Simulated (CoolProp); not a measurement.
n-perfluorobutane along the isobar 0.862 MPa: Z from the reference equation and from simpler models built on Tc = 386.3 K, pc = 2.322 MPa, ω = 0.372; each cubic takes its own stable root.

The numbers come from the reference Helmholtz-energy equation of state, Gao 2022 in CoolProp.

| T (K) | phase | reference | Pitzer virial | van der Waals | Soave-Redlich-Kwong | Peng-Robinson |
|---|---|---|---|---|---|---|
| 356.7 | gas | 0.8102 | 0.8254 | 0.8460 | 0.8052 | 0.7905 |
| 372.3 | gas | 0.8427 | 0.8507 | 0.8638 | 0.8378 | 0.8237 |
| 387.8 | gas | 0.8675 | 0.8714 | 0.8787 | 0.8634 | 0.8499 |
| 403.4 | gas | 0.8875 | 0.8889 | 0.8913 | 0.8842 | 0.8713 |
| 418.9 | gas | 0.9037 | 0.9036 | 0.9022 | 0.9013 | 0.8889 |
| 434.5 | gas | 0.9172 | 0.9162 | 0.9116 | 0.9156 | 0.9037 |
| 450 | gas | 0.9285 | 0.9268 | 0.9198 | 0.9276 | 0.9163 |
